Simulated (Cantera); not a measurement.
Input: 1 mol Si₃N₄, 0.013 mol H₂.

These are equilibrium values from Cantera (NASA tables, ideal gas, pure condensed phases), not measurements of a reactor. Candidate condensed phases: Si, Si₃N₄; 18 gas species. Mutual solubility and eutectic melting of coexisting phases are not modelled. Rates play no part.

**Question.** What condenses at these points (T in K, P in Pa): (1875, 7.2); (2125, 7.2); (1825, 1000000); (2275, 1000000); (1925, 140000); (1875, 140000); (2175, 1)?

**Answer.** 
| T (K) | P in Pa | condensed phases | Si condensed (%) |
|---|---|---|---|
| 1875 | 7.2 | Si | 90.0 |
| 2125 | 7.2 | gas only | 0.0 |
| 1825 | 1000000 | Si₃N₄ | 100.0 |
| 2275 | 1000000 | Si + Si₃N₄ | 100.0 |
| 1925 | 140000 | Si + Si₃N₄ | 100.0 |
| 1875 | 140000 | Si + Si₃N₄ | 100.0 |
| 2175 | 1 | gas only | 0.0 |
